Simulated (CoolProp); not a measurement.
The fluid at 298.15 K and 3.45 MPa is compressed adiabatically to 21.1 MPa with isentropic efficiency 0.8. The same conditions are run with several fluids, on thermodynamics alone (safety and materials aside).

Model: reference Helmholtz-energy equation of state of each fluid (dry air: Lemmon 2000; CF4 (R14): Platzer 1990; methane: Setzmann 1991; carbon dioxide: Span 1996), in CoolProp. The equations of Platzer and Polt are older, rougher fits. Blends and air are pseudo-pure fits.

Question: Rank dry air, CF4 (R14), methane, carbon dioxide by work (kJ/kg), highest first.

Answer: methane (421), dry air (263), carbon dioxide (127), CF4 (R14) (65.7)

| fluid | final temperature (K) | final density (kg/m³) |
|---|---|---|
| dry air | 551.0 | 122 |
| CF4 (R14) | 409.7 | 543 |
| methane | 479.0 | 82.6 |
| carbon dioxide | 474.0 | 273 |
